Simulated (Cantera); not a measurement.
An adiabatic, constant-volume homogeneous reactor starts with CH4 : O2 : N2 = 1 : 2.06 : 7.75 (molar parts), at 1750 K and 9.87 atm. Integrator tolerance rtol = 1e-08.

Model: GRI-Mech 3.0 (53 species, 325 reactions), integrated in Cantera. Above 3000 K some thermodynamic fits are extrapolated.

Problem. What does this change do: O2 2.06 to 1.2 parts?

Solution. 
```tsv
quantity	before	after
time of steepest temperature rise	21.4 µs	38.3 µs
temperature at 3.00 s	3178 K	2872 K
equilibrium temperature	3178 K	2872 K
x(CH4) at 3.00 s	<1e-12 (gas-phase equilibrium <1e-12)	6.97e-11 (gas-phase equilibrium 7.85e-11)
x(O2) at 3.00 s	0.0204 (gas-phase equilibrium 0.0204)	0.000108 (gas-phase equilibrium 0.000108)
x(C2H2) at 3.00 s	<1e-12 (gas-phase equilibrium <1e-12)	<1e-12 (gas-phase equilibrium <1e-12)
x(N2O) at 3.00 s	3.91e-6 (gas-phase equilibrium 3.91e-6)	1.99e-7 (gas-phase equilibrium 1.99e-7)
x(C2H4) at 3.00 s	<1e-12 (gas-phase equilibrium <1e-12)	<1e-12 (gas-phase equilibrium <1e-12)
x(HCN) at 3.00 s	2.42e-8 (gas-phase equilibrium 2.42e-8)	4.14e-7 (gas-phase equilibrium 4.14e-7)
```

Problem. What does this change do: constant pressure in place of constant volume?

Solution. 
```
quantity                                                            before                                    after
---------------------------------  ---------------------------------------  ---------------------------------------
time of steepest temperature rise                                  21.4 µs                                  23.3 µs
temperature at 3.00 s                                               3178 K                                   2991 K
equilibrium temperature                                             3178 K                                   2991 K
x(CH4) at 3.00 s                     <1e-12 (gas-phase equilibrium <1e-12)    <1e-12 (gas-phase equilibrium <1e-12)
x(O2) at 3.00 s                      0.0204 (gas-phase equilibrium 0.0204)    0.0192 (gas-phase equilibrium 0.0192)
x(C2H2) at 3.00 s                    <1e-12 (gas-phase equilibrium <1e-12)    <1e-12 (gas-phase equilibrium <1e-12)
x(N2O) at 3.00 s                   3.91e-6 (gas-phase equilibrium 3.91e-6)  2.22e-6 (gas-phase equilibrium 2.22e-6)
x(C2H4) at 3.00 s                    <1e-12 (gas-phase equilibrium <1e-12)    <1e-12 (gas-phase equilibrium <1e-12)
x(HCN) at 3.00 s                   2.42e-8 (gas-phase equilibrium 2.42e-8)  7.87e-9 (gas-phase equilibrium 7.87e-9)
```
